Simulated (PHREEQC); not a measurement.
A solution holds 0.049 mol/kgw LiNO3, at 15 °C. Closed to the air; pH follows from the charge balance.

All values are PHREEQC results (ion-association model, phreeqc.dat), not measurements.

```json
{
  "ionic_strength": "0.0490 mol/kgw",
  "specific_conductance": "3680 µS/cm"
}
```

| species | molality | activity | log γ |
|---|---|---|---|
| Li+ | 0.0490 | 0.0410 | -0.077 |
| NO3- | 0.0490 | 0.0397 | -0.091 |
| H+ | 8.05e-8 | 6.90e-8 | -0.067 |
| OH- | 8.05e-8 | 6.57e-8 | -0.089 |

Precipitation was switched off in this run. Species that the database lacks are ignored.
